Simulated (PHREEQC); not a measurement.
# Leach liquor (model solution)

A solution holds 0.074 mol H2SO4 and 0.0037 mol NiSO4 per kg of water, at 25 °C. Closed to the air; pH follows from the charge balance.

Equilibrium calculation in PHREEQC: ion-association model, wateq4f.dat.

Each row changes one thing in this solution. This is a speciation only: nothing precipitates in the calculation.

```json
[
 {"case": "as made", "pH": "1.14", "ionic strength (mol/kgw)": "0.115", "HSO4- (mol/kgw)": "0.0588", "SO4-2 (mol/kgw)": "0.0178", "Ni+2 (mol/kgw)": "0.00259", "NiSO4 (mol/kgw)": "0.00111", "SI of Morenosite (NiSO4:7H2O)": "-2.88"},
 {"case": "temperature from 25 to 10 °C", "pH": "1.12", "ionic strength (mol/kgw)": "0.122", "HSO4- (mol/kgw)": "0.0549", "SO4-2 (mol/kgw)": "0.0216", "Ni+2 (mol/kgw)": "0.00253", "NiSO4 (mol/kgw)": "0.00117", "SI of Morenosite (NiSO4:7H2O)": "-2.69"},
 {"case": "temperature from 25 to 60 °C", "pH": "1.18", "ionic strength (mol/kgw)": "0.0991", "HSO4- (mol/kgw)": "0.0672", "SO4-2 (mol/kgw)": "0.00968", "Ni+2 (mol/kgw)": "0.00285", "NiSO4 (mol/kgw)": "0.000844", "SI of Morenosite (NiSO4:7H2O)": "-3.35"},
 {"case": "H2SO4 left out", "pH": "6.32", "ionic strength (mol/kgw)": "0.0119", "HSO4- (mol/kgw)": "1.01e-7", "SO4-2 (mol/kgw)": "0.00298", "Ni+2 (mol/kgw)": "0.00298", "NiSO4 (mol/kgw)": "0.000716", "SI of Morenosite (NiSO4:7H2O)": "-3.07"},
 {"case": "diluted 2-fold with water", "pH": "1.39", "ionic strength (mol/kgw)": "0.0643", "HSO4- (mol/kgw)": "0.0259", "SO4-2 (mol/kgw)": "0.0124", "Ni+2 (mol/kgw)": "0.00129", "NiSO4 (mol/kgw)": "0.000557", "SI of Morenosite (NiSO4:7H2O)": "-3.18"}
]
```

At this temperature some constants are extrapolated from 25 °C, and those without enthalpy data are left unchanged.
